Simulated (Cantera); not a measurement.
Thermodynamics of boron, boron nitride and boron oxide, feed B2O3 + H2O + H2 + NH3

Feed: 1 mol B2O3, a varied amount of H2O, 3.2 mol H2, 28 mol NH3, held at 0.00810 bar.

Method: chemical equilibrium by Gibbs-energy minimisation in Cantera with the NASA 1993 tables (ideal gas, pure condensed phases). Candidate condensed phases: B, BN, B2O3, B3O3H3, H2O; 39 gas species. Gases not in the tables: H3BO3. Kinetics and transport are ignored.

Stable condensed phases:

```
T in K \ n(H2O) in mol
         1.2 1.5 1.9 2.4   3 3.7 4.7 5.9 7.4 9.2  12  14
   1675    A   A   A   A   A   A   A   A   A   A   A   A
   1600    A   A   A   A   A   A   A   A   A   A   A   A
   1525    A   A   A   A   A   A   A   A   A   A   A   A
   1450    B   B   B   B   A   A   A   A   A   A   A   A
   1375    B   B   B   B   B   B   B   B   B   B   A   A
   1300    B   B   B   B   B   B   B   B   B   B   B   B
   1225    B   B   B   B   B   B   B   B   B   B   B   B
   1150    B   B   B   B   B   B   B   B   B   B   B   B
   1075    B   B   B   B   B   B   B   B   B   B   B   B
   1000    B   B   B   B   B   B   B   B   B   B   B   B
    925    B   B   B   B   B   B   B   B   B   B   B   B
```

A: gas only; B: B2O3.
